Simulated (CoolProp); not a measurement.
Vapour-liquid equilibrium of toluene (1) + ethylbenzene (2) at 545.9 K; x and y are mole fractions of (1).

The numbers come from the multi-fluid Helmholtz-energy mixture model, Lemmon 2006 and Zhou 2012; pair parameters Bell 2016 in CoolProp.

```json
[
 {"x": "0.05", "bubble pressure (bar)": "14.76", "y at the bubble point": "0.067", "dew pressure at overall composition x (bar)": "14.65", "liquid density (mol/L)": "5.610"},
 {"x": "0.2", "bubble pressure (bar)": "15.93", "y at the bubble point": "0.251", "dew pressure at overall composition x (bar)": "15.59", "liquid density (mol/L)": "5.682"},
 {"x": "0.35", "bubble pressure (bar)": "17.10", "y at the bubble point": "0.417", "dew pressure at overall composition x (bar)": "16.61", "liquid density (mol/L)": "5.755"},
 {"x": "0.5", "bubble pressure (bar)": "18.31", "y at the bubble point": "0.569", "dew pressure at overall composition x (bar)": "17.74", "liquid density (mol/L)": "5.827"},
 {"x": "0.65", "bubble pressure (bar)": "19.58", "y at the bubble point": "0.710", "dew pressure at overall composition x (bar)": "19.02", "liquid density (mol/L)": "5.896"},
 {"x": "0.8", "bubble pressure (bar)": "20.96", "y at the bubble point": "0.841", "dew pressure at overall composition x (bar)": "20.50", "liquid density (mol/L)": "5.957"},
 {"x": "0.95", "bubble pressure (bar)": "22.45", "y at the bubble point": "0.962", "dew pressure at overall composition x (bar)": "22.29", "liquid density (mol/L)": "6.005"}
]
```

No azeotrope shows between x = 0.05 and 0.95.

The pair parameters rest on a limited set of measurements; away from them the model extrapolates.
